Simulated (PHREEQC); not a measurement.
A PHREEQC speciation (ion-association model, phreeqc.dat) at 65 °C gives pH 3.71 and these molalities:

```
species      mol/kgw
----------  --------
CuSO4          0.141
Cu+2           0.118
SO4-2          0.117
HSO4-        0.00157
Cl-          0.00113
CuCl+       0.000467
H+          0.000256
Cu2(OH)2+2  0.000111
CuOH+        2.21e-6
```

Question: What are the element totals, and what could have been dissolved in 1 kg of water to give them?

Answer: One answer among several that fit: totals Cl 0.00160, Cu(2) 0.260, S(6) 0.260 mol/kgw, from 0.26 mol CuSO4 and 0.0016 mol HCl per kg of water.

No solid was allowed to form. Complexes and solids missing from the database can't appear. At this temperature some constants are extrapolated from 25 °C, and those without enthalpy data are left unchanged.
